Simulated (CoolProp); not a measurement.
Vapour-liquid equilibrium of CH2F2 (R32) (1) + n-butane (2) at 326.2 K; x and y are mole fractions of (1).

Computed with CoolProp (multi-fluid Helmholtz-energy mixture model, Tillner-Roth 1997 and Bücker 2006; pair parameters Bell 2016).

```
x      bubble pressure, mixture model (bar)  bubble pressure, Raoult's law (bar)  y, mixture model  y, Raoult's law
-----  ------------------------------------  -----------------------------------  ----------------  ---------------
0.05                                  9.555                                6.780             0.410            0.248
0.125                                 14.72                                8.904             0.603            0.473
0.2                                   18.66                                11.03             0.679            0.611
0.275                                 21.59                                13.15             0.720            0.704
0.35                                  23.77                                15.28             0.746            0.772
0.425                                 25.45                                17.40             0.764            0.823
0.5                                   26.84                                19.52             0.780            0.863
0.575                                 28.10                                21.65             0.796            0.895
0.65                                  29.32                                23.77             0.815            0.921
0.725                                 30.53                                25.89             0.837            0.943
0.8                                   31.71                                28.02             0.866            0.962
0.875                                 32.75                                30.14             0.904            0.978
0.95                                  33.49                                32.27             0.956            0.992
```

The largest gap from Raoult's law is +69.2 % in bubble pressure, at x = 0.2. No azeotrope shows between x = 0.05 and 0.95.

Pair parameters are fitted to limited data, so mixtures are less certain than the pure fluids. With so large a gap from Raoult's law the liquid may split in two, which this calculation doesn't test in full.
